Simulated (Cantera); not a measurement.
An isothermal, constant-pressure homogeneous reactor starts with N2O : N2 = 1 : 0.58 (molar parts), at 1198 K and 100000 Pa.

Detailed kinetics in Cantera: GRI-Mech 3.0 (53 species, 325 reactions). GRI-Mech 3.0 was tuned for natural gas; its chemistry of N2O as a main component is partial and can be far from experiment. The mechanism lacks the step 2 NO + O2 → 2 NO2, which can matter for NO2 below about 1400 K. The temperature is held fixed by assumption; the heat of reaction is taken as removed at once.

Task: Predict: x(N2O) at 80.0 s; x(NO) at 80.0 s; x(O2) at 80.0 s; x(O) at 80.0 s; x(N2) at 80.0 s.

Result: 
```
Property                                           Result
----------------  ---------------------------------------
x(N2O) at 80.0 s  3.20e-7 (gas-phase equilibrium 1.40e-8)
x(NO) at 80.0 s   0.0352 (gas-phase equilibrium 0.000203)
x(O2) at 80.0 s       0.222 (gas-phase equilibrium 0.240)
x(O) at 80.0 s    1.14e-8 (gas-phase equilibrium 1.19e-8)
x(N2) at 80.0 s       0.742 (gas-phase equilibrium 0.760)
```
